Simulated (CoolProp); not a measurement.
Properties of propylene at several states (Tc = 364.2 K, pc = 4.555 MPa, ω = 0.146).

Values from CoolProp's reference Helmholtz-energy equation of state, Lemmon 2013.

```
T (K)  p (MPa)   phase          Z  cp (kJ/(kg K))  cv (kJ/(kg K))  conductivity (mW/(m K))  fugacity coefficient
-----  -------  ------  ---------  --------------  --------------  -----------------------  --------------------
352.9     2.13     gas     0.7922           2.161           1.642                     27.1                0.8265
538.5   0.0613     gas     0.9988           2.386           2.187                     48.2                0.9988
484.1   0.0231     gas     0.9993           2.209           2.011                     40.2                0.9993
540.1   0.0375     gas     0.9992           2.390           2.191                     48.4                0.9992
357.1     22.7  liquid     0.6651           2.605           1.729                      109                0.2197
111.6   0.0121  liquid  0.0007408           2.112           1.461                      183              6.608e-5
```

Thermal conductivity comes from a separate model (Huber 2003), an estimate that may be off by 10 % or more.
